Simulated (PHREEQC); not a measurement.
1 kg of water holding 0.42 mol MgSO4 and 0.011 mol Na2SO4 is evaporated at 25 °C; the solids stay in contact with the brine. CO2 from the air is kept out. Solids allowed: Bloedite, Brucite, Epsomite, Hexahydrite, Kieserite, Mirabilite, Thenardite. Others were left out.

The series has 15 steps of water left (kg), from 1 to 0.01756.

The numbers come from PHREEQC with the Pitzer model, pitzer.dat.

Q: Which solids form, in which order, and at which step of the series does each first stand?

A: Epsomite from water left = 0.1004 kg.
